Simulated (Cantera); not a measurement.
A freely propagating, adiabatic, planar premixed flame of 15.4 % H2, 11.5 % O2, 56.3 % N2, 16.9 % H2O, equivalence ratio 0.67, unburnt at 500 K and 1.00 bar; multicomponent transport, grid criteria slope 0.08 and curve 0.16, no radiation.

Model: the H2/O2 subset of GRI-Mech 3.0, which has no nitrogen chemistry, integrated in Cantera. Burning velocities carry a grid error of a few per cent, more on coarse grids. Lean hydrogen flames are cellular in practice and burn faster than this planar one.

Task: Predict: laminar burning velocity; thermal thickness; peak x(O); peak x(H2O2); peak x(HO2).

Result: 
```json
{
  "laminar_burning_velocity": "67.2 cm/s",
  "thermal_thickness": "0.570 mm",
  "peak x(O)": "0.00126",
  "peak x(H2O2)": "7.39e-5",
  "peak x(HO2)": "0.000289"
}
```
